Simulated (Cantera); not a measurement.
An isothermal, constant-pressure homogeneous reactor starts with 87.7 % N2O, 12.3 % O2, at 1175 K and 99000 Pa.

Computed with Cantera and GRI-Mech 3.0 (53 species, 325 reactions). GRI-Mech 3.0 was tuned for natural gas; its chemistry of N2O as a main component is partial and can be far from experiment. The mechanism lacks the step 2 NO + O2 → 2 NO2, which can matter for NO2 below about 1400 K. The temperature is held fixed by assumption; the heat of reaction is taken as removed at once.

Q: Predict: x(N2O) at 10.0 s; x(O2) at 10.0 s; x(NO) at 10.0 s; x(O) at 10.0 s; x(NO2) at 10.0 s; x(N2) at 10.0 s.

A: x(N2O) at 10.0 s: 0.0487 (gas-phase equilibrium 1.21e-8)
x(O2) at 10.0 s: 0.355 (gas-phase equilibrium 0.390)
x(NO) at 10.0 s: 0.0409 (gas-phase equilibrium 0.000194)
x(O) at 10.0 s: 1.80e-7 (gas-phase equilibrium 9.23e-9)
x(NO2) at 10.0 s: 0.000513 (gas-phase equilibrium 5.01e-6)
x(N2) at 10.0 s: 0.555 (gas-phase equilibrium 0.610)
